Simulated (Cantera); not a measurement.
An adiabatic, constant-pressure homogeneous reactor starts with CH4 : O2 : N2 = 1 : 1.18 : 4.42 (molar parts), at 1248 K and 5.20 bar. Integrator tolerance rtol = 1e-08.

Cantera simulation using GRI-Mech 3.0 (53 species, 325 reactions); the numbers are that mechanism's predictions, not measurements.

```
quantity                                                              before                                      after
---------------------------------  -----------------------------------------  -----------------------------------------
time of steepest temperature rise                                    6.96 ms                                    2.24 ms
temperature at 2.00 s                                                 2508 K                                     2520 K
equilibrium temperature                                               2508 K                                     2520 K
x(CH4) at 2.00 s                   7.77e-11 (gas-phase equilibrium 8.76e-11)  6.25e-10 (gas-phase equilibrium 7.00e-10)
x(O2) at 2.00 s                      1.50e-5 (gas-phase equilibrium 1.50e-5)    5.85e-6 (gas-phase equilibrium 5.85e-6)
x(NO) at 2.00 s                    0.000172 (gas-phase equilibrium 0.000172)  0.000109 (gas-phase equilibrium 0.000109)
x(O) at 2.00 s                       2.57e-5 (gas-phase equilibrium 2.57e-5)    1.00e-5 (gas-phase equilibrium 1.00e-5)
x(N2O) at 2.00 s                     1.89e-8 (gas-phase equilibrium 1.89e-8)    2.04e-8 (gas-phase equilibrium 2.04e-8)
x(H2) at 2.00 s                          0.110 (gas-phase equilibrium 0.110)        0.110 (gas-phase equilibrium 0.110)
x(C2H2) at 2.00 s                      <1e-12 (gas-phase equilibrium <1e-12)      <1e-12 (gas-phase equilibrium <1e-12)
```

Problem. Name the change that produced these shifts.
A. constant volume in place of constant pressure
B. initial temperature 1248 to 1073 K
C. initial temperature 1248 to 1325 K
D. pressure from 5.20 bar to 15.0 bar

Solution. D, pressure from 5.20 bar to 15.0 bar
